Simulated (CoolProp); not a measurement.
Computed with CoolProp (reference Helmholtz-energy equation of state, Lemmon 2006). It is a short technical equation, of lower accuracy than the large ones.

Give the vapour pressure (kPa), vapour density (kg/m³), enthalpy of vaporisation (kJ/kg), liquid cp (kJ/(kg K)) of saturated C3F8 (R218) at -58.05, -54.35 °C.


| T (°C) | p (kPa) | vapour density (kg/m³) | enthalpy of vaporisation (kJ/kg) | liquid cp (kJ/(kg K)) |
|---|---|---|---|---|
| -58.05 | 34.6 | 3.73 | 113 | 0.930 |
| -54.35 | 42.4 | 4.52 | 111 | 0.938 |
